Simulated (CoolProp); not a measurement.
Saturation properties of C2F6 (R116).

Values from CoolProp's reference Helmholtz-energy equation of state, Lemmon 2006. It is a short technical equation, of lower accuracy than the large ones.

```csv
T (K),p (MPa),vapour density (kg/m³),enthalpy of vaporisation (kJ/kg),liquid viscosity (µPa s),vapour viscosity (µPa s)
192.7,0.08910,8.005,118.0,442,9.02
196.2,0.1077,9.561,116.5,414,___
199.8,0.1298,11.40,114.9,388,9.33
203.3,0.1546,13.44,113.3,364,9.49
206.8,0.1828,15.75,___,343,9.64
210.3,0.2148,18.36,110.0,323,9.80
213.9,0.2521,___,108.2,304,9.96
217.4,0.2928,24.71,106.4,286,___
220.9,0.3383,28.41,104.6,270,10.3
224.5,0.3904,32.68,102.6,___,10.4
```

What belongs in the gaps?


- 196.2, vapour viscosity (µPa s): 9.17
- 206.8, enthalpy of vaporisation (kJ/kg): 111.7
- 213.9, vapour density (kg/m³): 21.40
- 217.4, vapour viscosity (µPa s): 10.1
- 224.5, liquid viscosity (µPa s): 254

It boils at 195.1 K under 1 atm.

Viscosity comes from a separate model (Huber 2003), an estimate that may be off by 10 % or more.
